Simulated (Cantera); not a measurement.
Ignition delay

Mixture: CH3OH : O2 : N2 : H2O = 1 : 1.36 : 6.14 : 0.66 (molar parts), equivalence ratio 1.1, at 0.620 bar, adiabatic and at constant pressure. Ignition delay is the time to a rise of 400 K.

Cantera simulation using GRI-Mech 3.0 (53 species, 325 reactions); the numbers are that mechanism's predictions, not measurements. GRI-Mech 3.0 was tuned for natural gas; its chemistry of methanol as a main component is partial and can be far from experiment.

```tsv
T0 (K)	delay (ms)
1125	47.1
1200	12.5
1275	3.98
1350	1.47
1425	0.624
```

The apparent activation energy between 1275 and 1425 K is 190 kJ/mol.
